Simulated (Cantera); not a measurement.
An adiabatic, constant-volume homogeneous reactor starts with CH₄ : O₂ : N₂ = 1 : 2.2 : 8.26 (molar parts), equivalence ratio 0.91, at 1048 K and 3000 Torr. Integrator tolerance rtol = 1e-08.

Computed with Cantera and GRI-Mech 3.0 (53 species, 325 reactions).

What does this change do: initial temperature 1048 to 1700 K?


```csv
quantity,before,after
time of steepest temperature rise,0.100 s,63.9 µs
temperature at 0.200 s,2833 K,3052 K
equilibrium temperature,2833 K,3052 K
x(CH₄) at 0.200 s,<1e-12 (gas-phase equilibrium <1e-12),<1e-12 (gas-phase equilibrium <1e-12)
x(O₂) at 0.200 s,0.0220 (gas-phase equilibrium 0.0220),0.0274 (gas-phase equilibrium 0.0274)
x(O) at 0.200 s,0.00277 (gas-phase equilibrium 0.00277),0.00820 (gas-phase equilibrium 0.00820)
x(H₂O₂) at 0.200 s,1.01e-6 (gas-phase equilibrium 1.01e-6),1.14e-6 (gas-phase equilibrium 1.14e-6)
x(NO) at 0.200 s,0.0118 (gas-phase equilibrium 0.0118),0.0171 (gas-phase equilibrium 0.0171)
```
Above 3000 K some thermodynamic fits are extrapolated.

What does this change do: initial temperature 1048 to 1800 K?


| quantity | before | after |
|---|---|---|
| time of steepest temperature rise | 0.100 s | 31.7 µs |
| temperature at 0.200 s | 2833 K | 3083 K |
| equilibrium temperature | 2833 K | 3083 K |
| x(CH₄) at 0.200 s | <1e-12 (gas-phase equilibrium <1e-12) | <1e-12 (gas-phase equilibrium <1e-12) |
| x(O₂) at 0.200 s | 0.0220 (gas-phase equilibrium 0.0220) | 0.0281 (gas-phase equilibrium 0.0281) |
| x(O) at 0.200 s | 0.00277 (gas-phase equilibrium 0.00277) | 0.00939 (gas-phase equilibrium 0.00939) |
| x(H₂O₂) at 0.200 s | 1.01e-6 (gas-phase equilibrium 1.01e-6) | 1.15e-6 (gas-phase equilibrium 1.15e-6) |
| x(NO) at 0.200 s | 0.0118 (gas-phase equilibrium 0.0118) | 0.0179 (gas-phase equilibrium 0.0179) |
Above 3000 K some thermodynamic fits are extrapolated.
